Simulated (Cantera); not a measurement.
Mixture: CH₄ : O₂ : N₂ : CO₂ = 1 : 3.51 : 13.2 : 0.43 (molar parts), equivalence ratio 0.57, at 35.0 bar, adiabatic and at constant pressure. Ignition delay is the time to a rise of 400 K.

Cantera simulation using GRI-Mech 3.0 (53 species, 325 reactions); the numbers are that mechanism's predictions, not measurements. The pressure lies above the range GRI-Mech 3.0 was tuned for (to about 10 atm).

Task: Predict: delay at 1125 K; delay at 1225 K; delay at 1325 K; delay at 1425 K; delay at 1525 K; apparent activation energy between 1475 and 1575 K.

Result: 
- delay at 1125 K: 2.91 ms
- delay at 1225 K: 0.792 ms
- delay at 1325 K: 0.264 ms
- delay at 1425 K: 0.101 ms
- delay at 1525 K: 42.7 µs
- apparent activation energy between 1475 and 1575 K: 160 kJ/mol
